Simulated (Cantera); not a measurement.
# Equilibrium for carbothermic reduction: Cu2O + C + N2

A closed system holds: 1 mol Cu2O, 0.59 mol C, 1 mol N2, equilibrated at 1.40 bar.

These are equilibrium values from Cantera (NASA tables, ideal gas, pure condensed phases), not measurements of a reactor. Candidate condensed phases: C, Cu, CuO, Cu2O; 27 gas species. Equilibrium is a limit: real reactors are often held back by kinetics, nucleation or transport.

```tsv
T (K)	x N2	x CO2	x CO	x Cu	n C(graphite)	n Cu(s)	n Cu(l)
823	0.645	0.290	0.0657	<1e-12	0.0390	2.00	0
923	0.629	0.258	0.113	<1e-12	0	2.00	0
1023	0.629	0.258	0.113	2.75e-11	0	2.00	0
1123	0.629	0.258	0.113	8.95e-10	0	2.00	0
1223	0.629	0.258	0.113	1.64e-8	0	2.00	0
1323	0.629	0.258	0.113	1.92e-7	0	2.00	0
1423	0.629	0.258	0.113	1.49e-6	0	0	2.00
1523	0.629	0.258	0.113	8.60e-6	0	0	2.00
1623	0.629	0.258	0.113	3.97e-5	0	0	2.00
1723	0.629	0.258	0.113	0.000152	0	0	2.00
1823	0.629	0.258	0.113	0.000503	0	0	2.00
1923	0.628	0.257	0.113	0.00146	0	0	2.00
2023	0.626	0.257	0.113	0.00380	0	0	1.99
2123	0.623	0.255	0.112	0.00901	0	0	1.99
```
x: gas mole fraction; n: condensed amount in mol.

At 823 K the condensed part is C(graphite) + Cu(s). From 923 K to 1323 K the condensed part is Cu(s). From 1423 K to 2123 K the condensed part is Cu(l).
